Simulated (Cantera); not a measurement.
## Equilibrium for silicon epitaxy and polysilicon growth: SiHCl₃ + HCl + H₂ + Cl₂

Input: 1 mol SiHCl₃, 0.035 mol HCl, 9.7 mol H₂, 0.6 mol Cl₂, at 1330 Pa.

Equilibrium computed with Cantera from the NASA thermochemical tables; the gas is ideal and each condensed phase is pure. Candidate condensed phases: Si; 19 gas species. The tables' values for SiCl₃ are old estimates; treat these amounts as uncertain. Rates play no part.

```csv
T (°C),log p H₂,log p HCl,log p SiCl₂,log p SiCl₄,log p SiCl₃,log p SiHCl₃,n Si(s)
852,-1.95,-3.02,-3.77,-3.15,-4.00,-3.84,0.0188
902,-1.96,-2.91,-3.51,-3.25,-3.88,-3.93,0.0166
952,-1.97,-2.83,-3.31,-3.41,-3.81,-4.06,0
1002,-1.98,-2.75,-3.19,-3.61,-3.81,-4.24,0
1052,-1.99,-2.70,-3.10,-3.87,-3.85,-4.45,0
1102,-2.00,-2.66,-3.05,-4.16,-3.94,-4.69,0
1152,-2.00,-2.65,-3.02,-4.48,-4.05,-4.94,0
1202,-2.00,-2.63,-3.00,-4.80,-4.17,-5.19,0
```
log p: log10 of the partial pressure in bar; n: condensed amount in mol.

From 852 °C to 902 °C the condensed part is Si(s). From 952 °C to 1202 °C nothing is condensed. The main Si-bearing gas is SiCl₄ at 852 °C and SiCl₂ at 1202 °C.
